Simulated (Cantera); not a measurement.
Thermodynamics of chlorosilane synthesis and conversion, feed Si + Cl2 + H2

Feed: 1 mol Si, 0.69 mol Cl2, a varied amount of H2, at 800 K and 11.0 bar.

These are equilibrium values from Cantera (NASA tables, ideal gas, pure condensed phases), not measurements of a reactor. Candidate condensed phases: Si; 19 gas species. The tables' values for SiCl3 are old estimates; treat these amounts as uncertain. Equilibrium is a limit: real reactors are often held back by kinetics, nucleation or transport.

| n(H2) (mol) | x H2 | x SiCl4 | x SiHCl3 | x SiH2Cl2 | x HCl | x SiH3Cl | x SiCl3 | n Si(s) |
|---|---|---|---|---|---|---|---|---|
| 0.4 | 0.459 | 0.338 | 0.194 | 0.00896 | 0.000724 | 9.57e-5 | 5.96e-5 | 0.618 |
| 0.57 | 0.556 | 0.259 | 0.175 | 0.00951 | 0.000746 | 0.000119 | 4.89e-5 | 0.613 |
| 0.82 | 0.648 | 0.191 | 0.150 | 0.00952 | 0.000746 | 0.000139 | 3.89e-5 | 0.608 |
| 1.2 | 0.733 | 0.134 | 0.123 | 0.00903 | 0.000727 | 0.000153 | 2.99e-5 | 0.603 |
| 1.7 | 0.797 | 0.0952 | 0.0987 | 0.00826 | 0.000695 | 0.000159 | 2.31e-5 | 0.598 |
| 2.4 | 0.848 | 0.0664 | 0.0777 | 0.00734 | 0.000655 | 0.000160 | 1.76e-5 | 0.593 |
| 3.4 | 0.887 | 0.0455 | 0.0599 | 0.00636 | 0.000610 | 0.000156 | 1.33e-5 | 0.588 |
| 4.9 | 0.919 | 0.0302 | 0.0448 | 0.00537 | 0.000560 | 0.000148 | 9.76e-6 | 0.583 |
| 7 | 0.941 | 0.0201 | 0.0333 | 0.00448 | 0.000512 | 0.000139 | 7.18e-6 | 0.578 |
| 10 | 0.958 | 0.0132 | 0.0246 | 0.00370 | 0.000465 | 0.000128 | 5.24e-6 | 0.573 |
x: gas mole fraction; n: condensed amount in mol.

From 0.4 mol H2 to 10 mol H2 the condensed part is Si(s). The main Si-bearing gas is SiCl4 at 0.4 mol H2 and SiHCl3 at 10 mol H2. The share of Si in condensed phases is highest at 0.4 mol H2 (61.8 %) and lowest at 10 mol H2 (57.3 %).
